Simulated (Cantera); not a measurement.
# Tantalum, niobium, vanadium and zirconium in process gases: Zr + NH3

Feed: 1 mol Zr, a varied amount of NH3, held at 1525 K and 0.750 Torr.

Method: chemical equilibrium by Gibbs-energy minimisation in Cantera with the NASA 1993 tables (ideal gas, pure condensed phases). Candidate condensed phases: Zr, ZrN; 11 gas species. Mutual solubility and eutectic melting of coexisting phases are not modelled. ZrN: taken at fixed stoichiometry. Condensed phases not in the tables: N, O or C dissolved in the metal. The numbers say what is thermodynamically allowed, not how fast it happens.

From 0.46 mol NH3 to 0.93 mol NH3 the condensed part is Zr(β) + ZrN(s). From 1.3 mol NH3 to 5.3 mol NH3 the condensed part is ZrN(s).

```tsv
n(NH3) (mol)	x H2	x N2	x H	x NH3	n Zr(β)	n ZrN(s)
0.46	0.999	<1e-12	0.000748	<1e-12	0.540	0.460
0.66	0.999	<1e-12	0.000748	<1e-12	0.340	0.660
0.93	0.999	<1e-12	0.000748	<1e-12	0.0700	0.930
1.3	0.928	0.0714	0.000721	1.37e-8	0	1.00
1.9	0.863	0.136	0.000695	1.70e-8	0	1.00
2.6	0.829	0.170	0.000681	1.79e-8	0	1.00
3.7	0.804	0.196	0.000671	1.83e-8	0	1.00
5.3	0.787	0.213	0.000663	1.85e-8	0	1.00
```
x: gas mole fraction; n: condensed amount in mol.
